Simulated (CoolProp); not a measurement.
R152A along the isotherm 84.25 °C: density (kg/m³) from the reference equation and from simpler models built on Tc = 113.3 °C, pc = 45.17 bar, ω = 0.275; each cubic takes its own stable root.

The numbers come from the reference Helmholtz-energy equation of state, Outcalt 1996 in CoolProp. It is a modified Benedict-Webb-Rubin equation, recast in Helmholtz form.

| p (bar) | phase | reference |
|---|---|---|
| 15.1 | gas | 41.28 |
| 30.1 | liquid | 714.0 |
| 45.2 | liquid | 734.7 |
| 60.2 | liquid | 750.8 |
| 75.3 | liquid | 764.3 |
| 90.3 | liquid | 775.9 |
| 105 | liquid | 786.0 |
| 120 | liquid | 795.3 |
| 136 | liquid | 804.3 |
| 151 | liquid | 812.1 |
| 166 | liquid | 819.4 |
| 181 | liquid | 826.1 |
| 196 | liquid | 832.5 |
| 211 | liquid | 838.6 |
| 226 | liquid | 844.3 |

How far does each simpler model (Redlich-Kwong, Peng-Robinson) lie from the reference over these 15 states: mean and median of the absolute difference, and the worst?


- Redlich-Kwong: mean 18.8 %, median 18.7 %, worst -27.3 % at 84.25 °C and 30.1 bar
- Peng-Robinson: mean 7.5 %, median 7.1 %, worst -12.7 % at 84.25 °C and 30.1 bar
